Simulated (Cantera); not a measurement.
Stirred combustor or abatement burner

A perfectly stirred reactor is fed with H2 : O2 : N2 = 1 : 0.543 : 2.04 (molar parts), at 7500 Torr; it is adiabatic with a 650 K inlet, and is followed from long to short residence time, starting on the burning branch (τ in s: 0.15, 0.061, 0.024, 0.0094, 0.0037, 0.0014, 0.00057, 0.00022, 8.8e-05, 3.5e-05).

Model: the H2/O2 subset of GRI-Mech 3.0, which has no nitrogen chemistry, integrated in Cantera. The hydrogen kinetics of GRI-Mech 3.0 are dated; newer H2 mechanisms differ, most at raised pressure.

```
τ (s)    T (K)     x H2    x O2    x HO2       x O      x H
-------  -----  -------  ------  -------  --------  -------
0.15      2592  0.00737  0.0149  7.74e-6  0.000871  0.00102
0.061     2592  0.00738  0.0149  7.74e-6  0.000872  0.00102
0.024     2591  0.00741  0.0149  7.76e-6  0.000875  0.00102
0.0094    2591  0.00747  0.0149  7.80e-6  0.000880  0.00104
0.0037    2589  0.00764  0.0150  7.90e-6  0.000895  0.00107
0.0014    2585  0.00806  0.0152  8.18e-6  0.000935  0.00115
0.00057   2576  0.00898  0.0155  8.81e-6   0.00102  0.00134
0.00022   2555   0.0110  0.0163  1.05e-5   0.00125  0.00184
8.8e-5    2515   0.0147  0.0178  1.42e-5   0.00171  0.00290
3.5e-5    2449   0.0203  0.0202  2.22e-5   0.00257  0.00509
```
x: mole fraction; the columns are a selection and need not sum to one.
